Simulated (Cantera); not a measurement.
Input (Python, Cantera) and output of one run.

```python
import numpy as np
import cantera as ct

gas_names = """
    Mg MgN MgO Mg2 N NO NO2 NO3 N2 N2O O O2 O3
""".split()
cond_names = """
    Mg(cr) Mg(L) MgO(s) MgO(L)
""".split()


# ... load() reads the species with a 1 bar reference pressure and builds the phases ...
atoms = {
    'MgO': {'Mg': 1, 'O': 1},
    'N2': {'N': 2},
}
top_T = {}  # K; cautious upper limits of use, not melting points


# ... equilibrate(T, P, feed) seeds the gas with the atoms and calls Mixture.equilibrate('TP', solver="vcs", rtol=1e-11, max_steps=5000) ...
results = []
feed = {'MgO': 1, 'N2': 9}  # mol
P = 1333.22  # Pa
for T in [1548, 1648, 1748, 1848, 1948, 2048, 2148, 2248, 2348]:
    mix = equilibrate(T, P, feed)
    results.append((T, P, feed, dict(zip(mix.species_names, mix.species_moles))))

top = {s: max(r[3][s] / sum(r[3][g] for g in gas_names) for r in results) for s in gas_names}
cols = sorted((s for s in top if top[s] > 1e-06), key=lambda s: -top[s])[:8]
seen = [c for c in cond_names if any(r[3].get(c, 0) > 1e-12 for r in results)]
print("log10 of partial pressures in bar; condensed amounts in mol")
print(f"{'T/K':>10s}" + "".join(f"{s[:9]:>10s}" for s in cols + seen))
for T, P, feed, n in results:
    ng = sum(n[g] for g in gas_names)
    print(f"{T:10.4g}" + "".join(f"{np.log10(max(n[s] / ng * P / 1e5, 1e-99)):10.3f}" for s in cols)
          + "".join(f"{n.get(c, 0):10.4g}" for c in seen))
```

It prints:

```
log10 of partial pressures in bar; condensed amounts in mol
       T/K        N2        Mg        O2         O        NO       MgO    MgO(s)
      1548    -1.875    -8.636   -10.586   -10.410    -8.653   -12.688         1
      1648    -1.875    -7.779    -9.298    -9.246    -7.822   -11.343         1
      1748    -1.875    -7.008    -8.188    -8.229    -7.101   -10.152    0.9999
      1848    -1.875    -6.304    -7.234    -7.340    -6.476    -9.092    0.9997
      1948    -1.875    -5.657    -6.416    -6.561    -5.935    -8.141    0.9985
      2048    -1.876    -5.059    -5.708    -5.872    -5.461    -7.285    0.9941
      2148    -1.877    -4.509    -5.087    -5.258    -5.042    -6.510    0.9788
      2248    -1.881    -4.002    -4.535    -4.706    -4.669    -5.804    0.9309
      2348    -1.892    -3.536    -4.039    -4.205    -4.337    -5.161    0.7913
```

Method: chemical equilibrium by Gibbs-energy minimisation in Cantera with the NASA 1993 tables (ideal gas, pure condensed phases).
